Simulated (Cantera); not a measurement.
**Adiabatic ignition**

An adiabatic, constant-pressure homogeneous reactor starts with 34.6 % CO, 14.5 % H2, 10.7 % O2, 40.2 % N2, equivalence ratio 2.3, at 1700 K and 5.20 bar.

Detailed kinetics in Cantera: GRI-Mech 3.0 (53 species, 325 reactions). The hydrogen kinetics of GRI-Mech 3.0 are dated; newer H2 mechanisms differ, most at raised pressure.

```tsv
t (s)	T (K)	x CO	x H2	x O2	x H	x N2O	x NO2	x OH
5.00e-6	2438	0.276	0.0405	0.0123	0.0498	1.39e-7	1.56e-8	0.0185
1.49e-5	2832	0.277	0.0394	0.00596	0.0223	2.12e-7	5.42e-8	0.0162
4.41e-5	2981	0.275	0.0386	0.00304	0.0137	3.05e-7	1.43e-7	0.0125
0.000131	2985	0.276	0.0388	0.00274	0.0131	3.27e-7	3.31e-7	0.0120
0.000389	2979	0.276	0.0391	0.00259	0.0129	3.62e-7	5.35e-7	0.0117
0.00116	2978	0.276	0.0392	0.00256	0.0129	3.70e-7	5.68e-7	0.0116
0.00343	2978	0.276	0.0392	0.00256	0.0129	3.70e-7	5.68e-7	0.0116
0.0102	2978	0.276	0.0392	0.00256	0.0129	3.70e-7	5.68e-7	0.0116
0.0303	2978	0.276	0.0392	0.00256	0.0129	3.70e-7	5.68e-7	0.0116
0.0899	2978	0.276	0.0392	0.00256	0.0129	3.70e-7	5.68e-7	0.0116
0.267	2978	0.276	0.0392	0.00256	0.0129	3.70e-7	5.68e-7	0.0116
0.793	2978	0.276	0.0392	0.00256	0.0129	3.70e-7	5.68e-7	0.0116
2.36	2978	0.276	0.0392	0.00256	0.0129	3.70e-7	5.68e-7	0.0116
7.00	2978	0.276	0.0392	0.00256	0.0129	3.70e-7	5.68e-7	0.0116
```
x: mole fraction; the columns are a selection and need not sum to one.

| Quantity | Result |
|---|---|
| time of steepest temperature rise | 2.20 µs |
| temperature at 7.00 s | 2978 K |
| equilibrium temperature | 2978 K |
| x(CO) at 7.00 s | 0.276 (gas-phase equilibrium 0.276) |
| x(H2) at 7.00 s | 0.0392 (gas-phase equilibrium 0.0392) |
| x(O2) at 7.00 s | 0.00256 (gas-phase equilibrium 0.00256) |
